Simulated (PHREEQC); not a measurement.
Model water analysis in mmol/kgw, 63 °C, pH 7.21, pe 11.2:

```
constituent           mmol/kgw
--------------------  --------
Na                        1.31
K                         2.35
Ca                        1.65
Mg                       0.213
Cl                        3.29
S(6)                      1.55
Alkalinity (meq/kgw)      1.04
N(5)                   0.00171
Cu(2)                   0.0142
```

Valence states are taken as typed.

Equilibrium calculation in PHREEQC: ion-association model, wateq4f.dat.

This is a speciation only: nothing precipitates in the calculation.

Question: Order these Mg species by the share of Mg that they hold, largest first: Mg+2, MgHCO3+, MgSO4.

Answer: Mg+2 (76 %), MgSO4 (23 %), MgHCO3+ (0.78 %)

The pH is 7.21 and the ionic strength 0.00967 mol/kgw. Saturation is exceeded, for instance for Malachite, Cu(OH)2; the values hold only as long as no solid forms. Complexes and solids missing from the database can't appear. Constants without temperature data keep their 25 °C values here. The database's constant for dissolved Cu(OH)2 is higher than later reviews accept.
